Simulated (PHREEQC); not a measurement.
Dissolve 12 mmol/kgw MnCl2, 0.0074 mmol/kgw CaSO4 and 0.96 mmol/kgw (NH4)2SO4 at 75 °C. Closed to the air; pH follows from the charge balance.

Equilibrium calculation in PHREEQC: ion-association model, phreeqc.dat.

No solid was allowed to form.

Q: What pH, specific conductance, ionic strength does the model give?

A: pH 5.37; specific conductance 6180 µS/cm; ionic strength 0.0359 mol/kgw.

Q: In which forms is Mn present?

A: Mn+2 92 %, MnCl+ 4.3 %, MnSO4 4.0 % of the Mn.

Species that the database lacks are ignored. Constants without temperature data keep their 25 °C values here.
